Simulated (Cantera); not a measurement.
**Premixed flame**

A freely propagating, adiabatic, planar premixed flame of 12.4 % CH4, 17.8 % O2, 66.7 % N2, 3.11 % CO2, equivalence ratio 1.4, unburnt at 300 K and 3.40 bar; mixture-averaged transport, grid criteria slope 0.08 and curve 0.16, no radiation.

Detailed kinetics in Cantera: GRI-Mech 3.0 (53 species, 325 reactions). Burning velocities carry a grid error of a few per cent, more on coarse grids.

```json
[
 {"z (mm)": "-1.85", "T (K)": "300", "u (m/s)": "0.0636", "x CH4": "0.124", "x O2": "0.177", "x CH2O": "4.86e-8", "x CO": "7.14e-6", "x C2H2": "3.02e-8", "x C2H4": "5.29e-8"},
 {"z (mm)": "-1.23", "T (K)": "306", "u (m/s)": "0.0649", "x CH4": "0.123", "x O2": "0.176", "x CH2O": "1.37e-6", "x CO": "0.000120", "x C2H2": "7.50e-7", "x C2H4": "1.41e-6"},
 {"z (mm)": "-0.924", "T (K)": "335", "u (m/s)": "0.0715", "x CH4": "0.120", "x O2": "0.174", "x CH2O": "1.54e-5", "x CO": "0.000864", "x C2H2": "7.54e-6", "x C2H4": "1.51e-5"},
 {"z (mm)": "-0.616", "T (K)": "487", "u (m/s)": "0.105", "x CH4": "0.109", "x O2": "0.161", "x CH2O": "0.000143", "x CO": "0.00549", "x C2H2": "6.52e-5", "x C2H4": "0.000137"},
 {"z (mm)": "-0.308", "T (K)": "988", "u (m/s)": "0.218", "x CH4": "0.0717", "x O2": "0.112", "x CH2O": "0.000870", "x CO": "0.0259", "x C2H2": "0.000414", "x C2H4": "0.000899"},
 {"z (mm)": "-0.154", "T (K)": "1375", "u (m/s)": "0.307", "x CH4": "0.0412", "x O2": "0.0675", "x CH2O": "0.000975", "x CO": "0.0456", "x C2H2": "0.000856", "x C2H4": "0.00171"},
 {"z (mm)": "0", "T (K)": "1722", "u (m/s)": "0.387", "x CH4": "0.0141", "x O2": "0.0242", "x CH2O": "0.000268", "x CO": "0.0653", "x C2H2": "0.00194", "x C2H4": "0.00140"},
 {"z (mm)": "0.154", "T (K)": "1869", "u (m/s)": "0.421", "x CH4": "0.00492", "x O2": "0.00603", "x CH2O": "6.50e-5", "x CO": "0.0722", "x C2H2": "0.00238", "x C2H4": "0.000295"},
 {"z (mm)": "0.308", "T (K)": "1908", "u (m/s)": "0.430", "x CH4": "0.00302", "x O2": "0.00179", "x CH2O": "2.43e-5", "x CO": "0.0732", "x C2H2": "0.00218", "x C2H4": "7.52e-5"},
 {"z (mm)": "0.616", "T (K)": "1923", "u (m/s)": "0.434", "x CH4": "0.00212", "x O2": "0.000297", "x CH2O": "8.06e-6", "x CO": "0.0734", "x C2H2": "0.00189", "x C2H4": "1.79e-5"},
 {"z (mm)": "1.23", "T (K)": "1924", "u (m/s)": "0.434", "x CH4": "0.00152", "x O2": "2.31e-5", "x CH2O": "3.81e-6", "x CO": "0.0740", "x C2H2": "0.00153", "x C2H4": "7.13e-6"},
 {"z (mm)": "2.46", "T (K)": "1921", "u (m/s)": "0.434", "x CH4": "0.000978", "x O2": "3.60e-7", "x CH2O": "2.17e-6", "x CO": "0.0757", "x C2H2": "0.00100", "x C2H4": "3.45e-6"},
 {"z (mm)": "4.93", "T (K)": "1917", "u (m/s)": "0.434", "x CH4": "0.000498", "x O2": "7.51e-8", "x CH2O": "1.01e-6", "x CO": "0.0779", "x C2H2": "0.000425", "x C2H4": "1.21e-6"}
]
```
x: mole fraction of selected species; z is measured from the peak of heat release.

| Item | Value |
|---|---|
| laminar burning velocity | 6.34 cm/s |
| thermal thickness | 0.616 mm |
| peak x(CH2O) | 0.00108 |
| peak x(CO) | 0.0792 |
| peak x(C2H2) | 0.00240 |
| peak x(C2H4) | 0.00190 |
